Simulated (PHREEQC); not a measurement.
Consider water at 20 °C with 2.7 mol HCl, 0.048 mol KCl and 0.00013 mol H4SiO4 per kg of water. It is in equilibrium with CO2 at log p = -3.5 (atm). Otherwise closed; pH follows from the charge balance.

Model: Pitzer model, pitzer.dat, run in PHREEQC.

| Quantity | Value |
|---|---|
| pH | -0.86 |
| ionic strength | 2.75 mol/kgw |
| activity of water | 0.879 |
| density | 1.044 g/cm³ |
| osmotic coefficient | 1.302 |
| total alkalinity | -2700 meq/kg |

```tsv
species	molality	activity	log γ
Cl-	2.75	1.55	-0.249
H+	2.70	7.30	0.432
K+	0.0480	0.0544	0.055
H4SiO4	0.000130	0.000130	0.000
CO2	1.27e-5	1.24e-5	-0.010
```

No solid was allowed to form. Complexes and solids missing from the database can't appear. In brines, pH and single-ion activities rest on the MacInnes convention.
